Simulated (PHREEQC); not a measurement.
Make-up at 20 °C: 0.024 mol/kgw NaH2PO4, 0.0028 mol/kgw Na2SO4 and 0.0013 mol/kgw HNO3. Closed to the air; pH follows from the charge balance.

Computed with PHREEQC (ion-association model, wateq4f.dat).

Q: The ionic strength comes out as 0.0324 mol/kgw. What activity coefficients do HPO4-2, SO4-2, NaSO4-, NO3-, H+ get?

A: HPO4-2 0.52, SO4-2 0.52, NaSO4- 0.85, NO3- 0.84, H+ 0.87.

Precipitation was switched off in this run. H3PO4, which wateq4f.dat lacks, is added to it with the constant of phreeqc.dat.
